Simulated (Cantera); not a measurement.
A freely propagating, adiabatic, planar premixed flame of H2 : O2 : N2 = 1 : 0.263 : 1.11 (molar parts), equivalence ratio 1.9, unburnt at 600 K and 2.00 bar; multicomponent transport, grid criteria slope 0.08 and curve 0.16, no radiation.

Model: the H2/O2 subset of GRI-Mech 3.0, which has no nitrogen chemistry, integrated in Cantera. Burning velocities carry a grid error of a few per cent, more on coarse grids.

x: mole fraction of selected species; z is measured from the peak of heat release.

```
z (mm)   T (K)  u (m/s)   x H2      x O2    x H2O       x H   x H2O2       x O
-------  -----  -------  -----  --------  -------  --------  -------  --------
-0.563     600     8.49  0.421     0.111    <1e-8     <1e-8    <1e-8     <1e-8
-0.375     600     8.49  0.421     0.111    <1e-8     <1e-8    <1e-8     <1e-8
-0.282     600     8.49  0.421     0.111    <1e-8     <1e-8    <1e-8     <1e-8
-0.188     600     8.49  0.421     0.111  6.20e-7   5.91e-8    <1e-8     <1e-8
-0.0939    630     8.88  0.417     0.110  0.00136  0.000263  6.59e-6   1.43e-5
-0.0469    [?]     12.0  0.387     0.103      [?]       [?]      [?]       [?]
0         1265     17.0  0.300    0.0697   0.0955    0.0375  4.15e-6   0.00260
0.0469    1550     20.5  0.215    0.0230    0.186    0.0678  1.70e-6   0.00343
0.0939    1682     22.1  0.189   0.00576    0.221    0.0732  9.88e-7   0.00221
0.188     1801     23.5  0.188       [?]    0.232       [?]      [?]       [?]
0.375     1919     24.8  0.196  0.000506    0.236    0.0492  3.14e-7  0.000949
0.751     2026     26.0  0.204  0.000276    0.240    0.0349  1.62e-7  0.000534
1.50      2111     26.9  0.210  0.000130    0.243    0.0233  8.19e-8  0.000257
```

Q: What belongs in the gaps?

A: 
- -0.0469, T (K): 867
- -0.0469, x H2O: 0.0224
- -0.0469, x H: 0.00710
- -0.0469, x H2O2: 1.77e-5
- -0.0469, x O: 0.000319
- 0.188, x O2: 0.00105
- 0.188, x H: 0.0640
- 0.188, x H2O2: 5.75e-7
- 0.188, x O: 0.00142
